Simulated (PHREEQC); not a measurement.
Ca(OH)2 is added in steps, without added water, to 1 kg of water holding 0.0078 mol NaHCO3 and 0.12 mol Na2CO3, at 20 °C. Oxygen is held at 0.21 atm. CO2 from the air is kept out. Solids allowed: Calcite, Portlandite, Nahcolite, Natron. Others were left out.

Base run: PHREEQC, ion-association model, wateq4f.dat. Each further column changes one thing. The table gives Ca in solution (mol/kgw).

| Ca(OH)2 added (mol) | base | database pitzer.dat | all activity coefficients set to 1 | Debye-Hückel limiting law | database phreeqc.dat |
|---|---|---|---|---|---|
| 0 | 0 | 0 | 0 | 0 | 0 |
| 0.0006625 | 5.70e-6 | 1.31e-6 | 5.49e-6 | 1.26e-5 | 5.72e-6 |
| 0.001656 | 5.70e-6 | 1.31e-6 | 5.49e-6 | 1.26e-5 | 5.71e-6 |
| 0.002319 | 5.69e-6 | 1.31e-6 | 5.49e-6 | 1.26e-5 | 5.71e-6 |
| 0.002981 | 5.69e-6 | 1.32e-6 | 5.49e-6 | 1.26e-5 | 5.70e-6 |
| 0.003644 | 5.69e-6 | 1.32e-6 | 5.49e-6 | 1.26e-5 | 5.70e-6 |
| 0.004638 | 5.69e-6 | 1.32e-6 | 5.49e-6 | 1.26e-5 | 5.71e-6 |
| 0.0053 | 5.70e-6 | 1.32e-6 | 5.50e-6 | 1.26e-5 | 5.71e-6 |

 pitzer.dat has no redox and few complexes: it carries them in its interaction parameters. phreeqc.dat and wateq4f.dat share most of their constants, so their agreement is no independent check. Solids allowed in the column 'database pitzer.dat': Calcite, Gaylussite, Nahcolite, Natron, Pirssonite, Portlandite, Trona. Solids allowed in the column 'database phreeqc.dat': Calcite.
